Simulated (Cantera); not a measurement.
**AlCl₃ + HCl + N₂ (aluminium nitride and oxide growth)**

Charge: 1 mol AlCl₃, 1.2 mol HCl, 43 mol N₂, at 0.000500 bar.

Equilibrium computed with Cantera from the NASA thermochemical tables; the gas is ideal and each condensed phase is pure. Candidate condensed phases: Al, AlCl₃, AlN, NH₄Cl; 20 gas species. The tables' values for AlCl₂ are old estimates; treat these amounts as uncertain. The numbers say what is thermodynamically allowed, not how fast it happens.

From 1648 K to 2098 K nothing is condensed. The main Al-bearing gas is AlCl₃ at 1648 K and AlCl at 2098 K.

```tsv
T (K)	log p N₂	log p Cl	log p HCl	log p AlCl	log p AlCl₃	log p H	log p AlCl₂	log p H₂
1648	-3.33	-5.42	-4.88	-5.95	-5.07	-7.67	-5.85	-7.25
1698	-3.33	-5.22	-4.89	-5.70	-5.15	-7.46	-5.73	-7.23
1748	-3.33	-5.05	-4.89	-5.48	-5.27	-7.24	-5.65	-7.20
1798	-3.33	-4.90	-4.90	-5.31	-5.46	-7.02	-5.63	-7.12
1848	-3.34	-4.80	-4.90	-5.17	-5.73	-6.78	-5.67	-7.00
1898	-3.34	-4.73	-4.91	-5.09	-6.08	-6.52	-5.78	-6.83
1948	-3.34	-4.69	-4.93	-5.04	-6.50	-6.26	-5.94	-6.63
1998	-3.34	-4.66	-4.96	-5.01	-6.94	-6.02	-6.12	-6.44
2048	-3.34	-4.63	-5.00	-5.00	-7.37	-5.79	-6.31	-6.29
2098	-3.34	-4.61	-5.05	-4.99	-7.79	-5.60	-6.49	-6.18
```
log p: log10 of the partial pressure in bar; nothing condenses.
